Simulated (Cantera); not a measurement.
A freely propagating, adiabatic, planar premixed flame of 23.1 % H₂, 13.7 % O₂, 63.2 % N₂, unburnt at 400 K and 100000 Pa; mixture-averaged transport, grid criteria slope 0.08 and curve 0.16, no radiation.

Detailed kinetics in Cantera: the H2/O2 subset of GRI-Mech 3.0, which has no nitrogen chemistry. Burning velocities carry a grid error of a few per cent, more on coarse grids.

x: mole fraction of selected species; z is measured from the peak of heat release.

| z (mm) | T (K) | u (m/s) | x H₂ | x O₂ | x H₂O | x H | x O | x H₂O₂ |
|---|---|---|---|---|---|---|---|---|
| -1.21 | 400 | 2.22 | 0.231 | 0.137 | <1e-8 | <1e-8 | <1e-8 | <1e-8 |
| -0.807 | 400 | 2.22 | 0.231 | 0.137 | <1e-8 | <1e-8 | <1e-8 | <1e-8 |
| -0.605 | 400 | 2.22 | 0.230 | 0.137 | 1.15e-7 | <1e-8 | <1e-8 | <1e-8 |
| -0.403 | 400 | 2.22 | 0.229 | 0.138 | 4.87e-6 | <1e-8 | 1.20e-8 | [?] |
| -0.202 | 427 | 2.33 | 0.215 | 0.140 | 0.00116 | 4.10e-6 | 1.72e-6 | [?] |
| -0.101 | 670 | 3.54 | 0.175 | 0.135 | 0.0234 | 0.00150 | 0.000123 | [?] |
| 0 | 1083 | 5.56 | 0.108 | 0.107 | 0.0892 | 0.0120 | 0.00211 | [?] |
| 0.101 | 1382 | 7.04 | 0.0501 | 0.0654 | 0.163 | 0.0227 | 0.00624 | [?] |
| 0.202 | 1545 | 7.83 | 0.0274 | 0.0450 | 0.197 | 0.0232 | 0.00781 | [?] |
| 0.403 | 1704 | 8.58 | 0.0194 | 0.0362 | 0.214 | 0.0166 | 0.00696 | [?] |
| 0.807 | 1844 | 9.21 | 0.0152 | 0.0324 | 0.226 | 0.00933 | 0.00485 | [?] |
| 1.61 | 1955 | 9.69 | 0.0103 | 0.0295 | 0.237 | 0.00435 | 0.00290 | [?] |
| 3.23 | 2031 | 10.0 | 0.00589 | 0.0276 | 0.245 | 0.00165 | 0.00150 | [?] |

Task: What belongs in the gaps?

Result: 
- -0.403, x H₂O₂: 3.95e-8
- -0.202, x H₂O₂: 1.37e-5
- -0.101, x H₂O₂: 6.08e-5
- 0, x H₂O₂: 1.24e-5
- 0.101, x H₂O₂: 4.47e-6
- 0.202, x H₂O₂: 2.67e-6
- 0.403, x H₂O₂: 1.31e-6
- 0.807, x H₂O₂: 6.62e-7
- 1.61, x H₂O₂: 3.84e-7
- 3.23, x H₂O₂: 2.43e-7
